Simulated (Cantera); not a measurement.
# Adiabatic ignition

An adiabatic, constant-pressure homogeneous reactor starts with CO : H₂ : O₂ : N₂ : CO₂ = 1 : 0.75 : 0.417 : 1.57 : 0.25 (molar parts), at 1250 K and 5.00 bar.

Computed with Cantera and GRI-Mech 3.0 (53 species, 325 reactions). The hydrogen kinetics of GRI-Mech 3.0 are dated; newer H2 mechanisms differ, most at raised pressure.

```
t (s)     T (K)   x CO    x H₂      x O₂     x NO₂      x NO     x HO₂   x CO₂
--------  -----  -----  ------  --------  --------  --------  --------  ------
4.00e-6    1250  0.251   0.188     0.105    <1e-12    <1e-12   1.31e-6  0.0627
1.21e-5    1313  0.250   0.175    0.0974  1.81e-11   1.34e-8  0.000217  0.0648
3.65e-5    2552  0.217  0.0415   0.00204   9.94e-9   8.14e-5   2.02e-6   0.129
0.000110   2637  0.216  0.0407  0.000498   1.10e-8  0.000135   4.38e-7   0.132
0.000333   2641  0.216  0.0407  0.000425   1.77e-8  0.000228   3.69e-7   0.133
0.00101    2640  0.216  0.0408  0.000417   3.60e-8  0.000467   3.63e-7   0.132
0.00304    2637  0.216  0.0409  0.000406   6.37e-8  0.000835   3.54e-7   0.132
0.00920    2636  0.216  0.0410  0.000403   7.18e-8  0.000944   3.52e-7   0.132
0.0278     2636  0.216  0.0410  0.000403   7.18e-8  0.000945   3.52e-7   0.132
0.0840     2636  0.216  0.0410  0.000403   7.18e-8  0.000945   3.52e-7   0.132
0.254      2636  0.216  0.0410  0.000403   7.18e-8  0.000945   3.52e-7   0.132
0.767      2636  0.216  0.0410  0.000403   7.18e-8  0.000945   3.52e-7   0.132
2.32       2636  0.216  0.0410  0.000403   7.18e-8  0.000945   3.52e-7   0.132
7.00       2636  0.216  0.0410  0.000403   7.18e-8  0.000945   3.52e-7   0.132
```
x: mole fraction; the columns are a selection and need not sum to one.

```yaml
time_of_steepest_temperature_rise: 13.7 µs
temperature at 7.00 s: 2636 K
equilibrium_temperature: 2636 K
x(CO) at 7.00 s: 0.216 (gas-phase equilibrium 0.216)
x(H₂) at 7.00 s: 0.0410 (gas-phase equilibrium 0.0410)
x(O₂) at 7.00 s: 0.000403 (gas-phase equilibrium 0.000403)
```
